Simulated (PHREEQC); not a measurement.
Make-up at 25 °C: 0.031 mol/kgw NH3, 0.097 mol/kgw K2SO4 and 0.07 mol/kgw KH2PO4. Closed to the air; pH follows from the charge balance.

Equilibrium calculation in PHREEQC: ion-association model, phreeqc.dat.

| quantity | before | after |
|---|---|---|
| pH | 6.59 | 6.12 |
| K+ (mol/kgw) | 0.236 | 0.302 |
| H2PO4- (mol/kgw) | 0.0390 | 0.109 |
| HPO4-2 (mol/kgw) | 0.0280 | 0.0275 |

Question: What was changed between the two runs?
A) KH2PO4 from 0.07 to 0.14 mol/kgw
B) KH2PO4 from 0.07 to 0.105 mol/kgw
C) KH2PO4 from 0.07 to 0.077 mol/kgw
D) diluted 2-fold with water
E) K2SO4 from 0.097 to 0.485 mol/kgw

Answer: A, KH2PO4 from 0.07 to 0.14 mol/kgw

Precipitation was switched off in this run.
